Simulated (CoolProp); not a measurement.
Saturation properties of propyne (Tc = 402.7 K, pc = 5.658 MPa, ω = 0.204).

Values from CoolProp's reference Helmholtz-energy equation of state, Polt 1992. This equation is an older, rougher fit; its heat capacities, sound speeds and derivatives of the liquid may be far off and weren't checked against measurements.

| T (K) | p (MPa) | liquid density (kg/m³) | vapour density (kg/m³) | enthalpy of vaporisation (kJ/kg) | surface tension (mN/m) |
|---|---|---|---|---|---|
| 305.3 | 0.7126 | 599.7 | 12.87 | 455.7 | 10.5 |
| 310.1 | 0.8117 | 591.7 | 14.63 | 448.5 | 9.84 |
| 314.8 | 0.9188 | 583.8 | 16.55 | 441.0 | 9.24 |
| 319.6 | 1.039 | 575.6 | 18.73 | 432.8 | 8.63 |
| 324.3 | 1.168 | 567.3 | 21.09 | 424.2 | 8.04 |
| 329.1 | 1.312 | 558.7 | 23.77 | 414.8 | 7.45 |
| 333.9 | 1.468 | 549.8 | 26.76 | 404.7 | 6.87 |
| 338.6 | 1.635 | 540.9 | 30.01 | 394.2 | 6.30 |
| 343.4 | 1.820 | 531.4 | 33.70 | 382.7 | 5.74 |
| 348.1 | 2.016 | 521.7 | 37.74 | 370.6 | 5.19 |
| 352.9 | 2.232 | 511.4 | 42.36 | 357.3 | 4.64 |
| 357.7 | 2.465 | 500.6 | 47.54 | 343.0 | 4.10 |
| 362.4 | 2.711 | 489.4 | 53.28 | 327.9 | 3.59 |

Surface tension comes from a separate correlation (Mulero 2012).
